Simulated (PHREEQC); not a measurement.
# Alkaline etch or developer: speciation

Make-up at 20 °C: 0.24 mol/kgw KOH and 0.0012 mol/kgw K2SiO3. Closed to the air; pH follows from the charge balance.

The numbers come from PHREEQC with the ion-association model, phreeqc.dat.

This is a speciation only: nothing precipitates in the calculation.

Problem. Predict the pH, specific conductance, density.

Solution. pH 13.39; specific conductance 45100 µS/cm; density 1.010 g/cm³.

Problem. In which forms is Si present?

Solution. H2SiO4-2 74 %, H3SiO4- 26 % of the Si.
